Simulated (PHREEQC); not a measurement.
A solution holds 0.21 mol HCl, 0.0014 mol FeSO4 and 0.044 mol Fe2(SO4)3 per kg of water, at 45 °C. Closed to the air; pH follows from the charge balance.

Equilibrium calculation in PHREEQC: ion-association model, phreeqc.dat.

```json
[
 {"quantity": "pH", "before": "1.00", "after": "1.10"},
 {"quantity": "ionic strength (mol/kgw)", "before": "0.344", "after": "0.398"},
 {"quantity": "Cl- (mol/kgw)", "before": "0.190", "after": "0.187"},
 {"quantity": "HSO4- (mol/kgw)", "before": "0.0562", "after": "0.0706"},
 {"quantity": "SO4-2 (mol/kgw)", "before": "0.0116", "after": "0.0191"}
]
```

**Question.** Name the change that produced these shifts.
(A) Fe2(SO4)3 from 0.044 to 0.066 mol/kgw
(B) Fe2(SO4)3 from 0.044 to 0.0088 mol/kgw
(C) Fe2(SO4)3 left out
(D) HCl from 0.21 to 2.1 mol/kgw
(E) diluted 2-fold with water

**Answer.** A, Fe2(SO4)3 from 0.044 to 0.066 mol/kgw

No solid was allowed to form. Some of these states are supersaturated (in Hematite (slow to form), Goethite (slow to form), for instance). At this temperature some constants are extrapolated from 25 °C, and those without enthalpy data are left unchanged.
